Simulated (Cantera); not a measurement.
Cantera run:

```python
import numpy as np
import cantera as ct

gas_names = """
    AL ALCL ALCL2 ALCL3 ALH ALN AL2 AL2CL6 CL CL2 H HCL H2 N NH NH2 NH3 N2 N2H2 N2H4
""".split()
cond_names = """
    AL(cr) AL(L) ALCL3(s) ALCL3(L) ALN(s) NH4CL(a) NH4CL(b)
""".split()


def load(file, names, dense=False):
    # The tables refer to 1 bar. Condensed volumes are neglected.
    table = {s.name: s for s in ct.Species.list_from_file(file)}
    out = []
    for n in names:
        d = dict(table[n].input_data)
        d["thermo"] = dict(d["thermo"], **{"reference-pressure": 1e5})
        if dense:
            d["equation-of-state"] = {"model": "constant-volume", "density": "1e6 g/cm^3"}
        out.append(ct.Species.from_dict(d))
    return out


gas = ct.Solution(thermo="ideal-gas", species=load("nasa_gas.yaml", gas_names))
cond = {s.name: ct.Solution(thermo="fixed-stoichiometry", species=[s], name=s.name)
        for s in load("nasa_condensed.yaml", cond_names, dense=True)}
atoms = {
    'Al': {'AL': 1},
    'HCl': {'H': 1, 'CL': 1},
    'N2': {'N': 2},
}
top_T = {'ALN(s)': 2750}  # K; cautious upper limits of use, not melting points


def equilibrate(T, P, feed):
    n = {}
    for name, mol in feed.items():
        for a, k in atoms[name].items():
            n[a] = n.get(a, 0.0) + k * mol
    gas.TPX = T, P, n
    mass = sum(n.values()) * gas.mean_molecular_weight
    gas.equilibrate("TP")
    valid = [c for c in cond.values() if c.min_temp <= T <= top_T.get(c.name, c.max_temp)]
    mix = ct.Mixture([(gas, mass / gas.mean_molecular_weight)] + [(c, 0.0) for c in valid])
    mix.T, mix.P = T, P
    mix.equilibrate("TP", solver="vcs", rtol=1e-11, max_steps=5000)
    return mix


results = []
T = 1400  # K
P = 100000  # Pa
for m in [27, 39, 56, 81, 120, 170, 250, 360, 520]:
    feed = {'Al': 1, 'HCl': 5.4, 'N2': m}  # mol
    mix = equilibrate(T, P, feed)
    results.append((T, P, feed, dict(zip(mix.species_names, mix.species_moles))))

top = {s: max(r[3][s] / sum(r[3][g] for g in gas_names) for r in results) for s in gas_names}
cols = sorted((s for s in top if top[s] > 0.001), key=lambda s: -top[s])[:6]
seen = [c for c in cond_names if any(r[3].get(c, 0) > 1e-12 for r in results)]
print("log10 of partial pressures in bar; condensed amounts in mol")
print(f"{'n(N2)':>10s}" + "".join(f"{s[:9]:>10s}" for s in cols + seen))
for T, P, feed, n in results:
    ng = sum(n[g] for g in gas_names)
    print(f"{feed['N2']:10.4g}" + "".join(f"{np.log10(max(n[s] / ng * P / 1e5, 1e-99)):10.3f}" for s in cols)
          + "".join(f"{n.get(c, 0):10.4g}" for c in seen))
```

Output:

```
log10 of partial pressures in bar; condensed amounts in mol
     n(N2)        N2       HCL        H2     ALCL3
        27    -0.072    -1.123    -1.328    -1.505
        39    -0.051    -1.262    -1.467    -1.644
        56    -0.036    -1.404    -1.609    -1.786
        81    -0.026    -1.553    -1.758    -1.935
       120    -0.017    -1.716    -1.921    -2.098
       170    -0.012    -1.862    -2.067    -2.245
       250    -0.008    -2.025    -2.231    -2.409
       360    -0.006    -2.181    -2.387    -2.565
       520    -0.004    -2.338    -2.545    -2.724
```

Equilibrium computed with Cantera from the NASA thermochemical tables; the gas is ideal and each condensed phase is pure. The tables' values for AlCl2 are old estimates; treat these amounts as uncertain.
